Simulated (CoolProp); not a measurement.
Properties of R1336mzz(Z) along the isobar 12.7 bar.

Computed with CoolProp (reference Helmholtz-energy equation of state, McLinden 2020).

```csv
T (K),phase,density (kg/m³),cv (kJ/(kg K)),Joule-Thomson coefficient (K/MPa),isothermal compressibility (1/MPa),expansivity (1/kK)
398.2,liquid,1038,1.048,0.5847,0.01867,4.845
412.8,gas,81.09,1.042,17.62,1.137,6.730
427.3,gas,74.35,1.042,14.46,1.045,5.361
441.8,gas,69.24,1.047,12.30,0.9889,4.537
456.4,gas,65.08,1.055,10.69,0.9508,3.976
470.9,gas,61.62,1.064,9.452,0.9233,3.570
485.5,gas,58.63,1.074,8.457,0.9022,3.256
500,gas,56.03,1.084,7.644,0.8856,3.007
```
